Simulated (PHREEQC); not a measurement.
Dissolve 0.93 mol NaBr, 0.00074 mol Sr(NO3)2 and 0.00013 mol CO2 per kg of water at 25 °C. Closed to the air; pH follows from the charge balance.

Computed with PHREEQC (ion-association model, phreeqc.dat).

Problem. The ionic strength comes out as 0.932 mol/kgw. What activity coefficients do Na+, Br-, NO3-, HCO3-, Sr+2 get?

Solution. Na+ 0.73, Br- 0.56, NO3- 0.56, HCO3- 0.66, Sr+2 0.24.

This is a speciation only: nothing precipitates in the calculation. Ionic strength above about 0.7 mol/kgw puts this run outside the model's range. Species that the database lacks are ignored.
